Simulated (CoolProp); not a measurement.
The numbers come from the reference Helmholtz-energy equation of state, Akasaka 2020 in CoolProp.

Task: Give the vapour pressure (kPa), liquid density (kg/m³), vapour density (kg/m³), enthalpy of vaporisation (kJ/kg) of saturated R1123 at 277.8, 308.6, 314.8 K.

Result: 
| T (K) | p (kPa) | liquid density (kg/m³) | vapour density (kg/m³) | enthalpy of vaporisation (kJ/kg) |
|---|---|---|---|---|
| 277.8 | 1240 | 1100 | 55.6 | 166 |
| 308.6 | 2730 | 930 | 139 | 120 |
| 314.8 | 3140 | 882 | 169 | 106 |
